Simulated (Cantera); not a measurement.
Thermodynamics of aluminium and copper etching, feed Cu + HF + N2

Charge: 1 mol Cu, 1.4 mol HF, 0.76 mol N2, held at 700 °C and 81.0 Pa.

These are equilibrium values from Cantera (NASA tables, ideal gas, pure condensed phases), not measurements of a reactor. Candidate condensed phases: Cu, CuF2; 25 gas species. Equilibrium is a limit: real reactors are often held back by kinetics, nucleation or transport.

| Property | Result |
|---|---|
| x(HF) | 0.648 |
| x(N2) | 0.352 |
| x(CuF) | 3.73e-6 |
| x(H2) | 1.87e-6 |
| n(Cu(s)) | 1.000 mol |
| gas amount | 2.160 mol |
| log10 activity of CuF2(s) (absent) | -6.56 |
